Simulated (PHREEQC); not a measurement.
Make-up at 64 °C: 0.0029 mol/kgw NaH2PO4 and 0.00012 mol/kgw NaOH. Closed to the air; pH follows from the charge balance.

Computed with PHREEQC (ion-association model, phreeqc.dat).

Precipitation was switched off in this run.

### Question
Estimate the pH, ionic strength.

### Answer
pH 5.68; ionic strength 0.00314 mol/kgw.

### Question
In which forms is P present?

### Answer
H2PO4- 96 %, HPO4-2 4.2 % of the P.

Species that the database lacks are ignored. Away from 25 °C the constants follow the database's enthalpies or fits; those with neither stay at their 25 °C values.
